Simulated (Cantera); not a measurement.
Feed: 1 mol Si2Cl6, 0.036 mol HCl, 290 mol N2, equilibrated at 1127 °C and 1.00 bar.

Equilibrium computed with Cantera from the NASA thermochemical tables; the gas is ideal and each condensed phase is pure. Candidate condensed phases: NH4Cl, Si, Si3N4; 28 gas species. The feed counts by its element totals alone. N2 is the only nitrogen source here; it is nearly inert below about 1500 K, so the nitride shown seldom forms there in practice. The tables' values for SiCl3 are old estimates; treat these amounts as uncertain. Kinetics and transport are ignored.

Base state: N2 0.995, SiCl4 0.00469, SiCl3 0.000477, SiCl2 0.000206, HCl 0.000123 (mole fractions); condensed: Si3N4(s).

Task: What changes in the equilibrium state with this change: pressure from 1.00 bar to 1.90 mbar?

Result: 
```
species          before     after
-------------  --------  --------
N2                0.995     0.993
SiCl2          0.000206   0.00285
SiCl4           0.00469   0.00266
Cl              1.87e-6  0.000198
SiCl3          0.000477   0.00134
HCl            0.000123  0.000123
Si3N4(s), mol     0.145         0
```
